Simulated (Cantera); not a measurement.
A closed system holds: 1 mol AlCl3, 7.5 mol O2, 290 mol H2, 18 mol N2, equilibrated at 0.00820 bar.

Equilibrium computed with Cantera from the NASA thermochemical tables; the gas is ideal and each condensed phase is pure. Candidate condensed phases: Al, AlCl3, AlN, Al2O3, H2O, NH4Cl; 45 gas species. Kinetics and transport are ignored. All values below are at 1077 °C.

Base state: H2 0.889, N2 0.0582, H2O 0.0436, HCl 0.00969, H 2.48e-5 (mole fractions); condensed: Al2O3(s).

Task: What changes in the equilibrium state with this change: O2 from 7.5 to 0.99 mol?

Result: 
```json
[
 {"species": "H2", "before": "0.889", "after": "0.931"},
 {"species": "N2", "before": "0.0582", "after": "0.0582"},
 {"species": "HCl", "before": "0.00969", "after": "0.00969"},
 {"species": "H2O", "before": "0.0436", "after": "0.00155"},
 {"species": "H", "before": "2.48e-5", "after": "2.54e-5"},
 {"species": "Al2O3(s), mol", "before": "0.500", "after": "0.500"}
]
```
